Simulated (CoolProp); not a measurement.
Vapour-liquid equilibrium of carbon dioxide (1) + C2F6 (R116) (2) at 240.9 K; x and y are mole fractions of (1).

Values from CoolProp's multi-fluid Helmholtz-energy mixture model, Span 1996 and Lemmon 2006; pair parameters Bell 2016.

| x | bubble pressure (kPa) | y at the bubble point | dew pressure at overall composition x (kPa) | liquid density (mol/L) |
|---|---|---|---|---|
| 0.05 | 798.3 | ___ | 738.8 | 10.24 |
| 0.2 | 1063 | 0.412 | 849.1 | 11.21 |
| 0.35 | ___ | 0.564 | ___ | 12.39 |
| 0.5 | 1394 | 0.654 | 1177 | 13.92 |
| 0.65 | ___ | 0.718 | 1388 | ___ |
| 0.8 | 1471 | 0.785 | 1467 | 18.88 |
| 0.95 | 1398 | 0.912 | 1366 | 22.95 |

**Question.** Fill in the missing entries.

**Answer.** 
- 0.05, y at the bubble point: 0.136
- 0.35, bubble pressure (kPa): 1268
- 0.35, dew pressure at overall composition x (kPa): 991.8
- 0.65, bubble pressure (kPa): 1456
- 0.65, liquid density (mol/L): 15.99

y crosses x between x = 0.65 and 0.8: the model has an azeotrope there.

Pair parameters are fitted to limited data, so mixtures are less certain than the pure fluids.
